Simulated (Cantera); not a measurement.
Charge: 1 mol CH₂F₂, 0.065 mol H₂, equilibrated at 675 K and 0.300 Torr.

These are equilibrium values from Cantera (NASA tables, ideal gas, pure condensed phases), not measurements of a reactor. Candidate condensed phases: C, C₆H₆, C₇H₈, C₈H₁₈; 95 gas species. The numbers say what is thermodynamically allowed, not how fast it happens.

Base state: HF 0.969, H₂ 0.0315 (mole fractions); condensed: C(graphite).

Question: What changes in the equilibrium state with this change: H₂ from 0.065 to 5.8 mol?

Answer: 
```csv
species,before,after
H₂,0.0315,0.740
HF,0.969,0.257
CH₄,5.78e-6,0.00319
"C(graphite), mol",1.000,0.975
```

Question: What changes in the equilibrium state with this change: temperature from 675 K to 2623 K?

Answer: 
```
species           before    after
----------------  ------  -------
HF                 0.969    0.777
H                  <1e-9    0.128
F                  <1e-9   0.0763
H₂                0.0315  0.00370
C₃                 <1e-9  0.00768
CF                 <1e-9  0.00357
C                  <1e-9  0.00208
C(graphite), mol   1.000    0.928
```
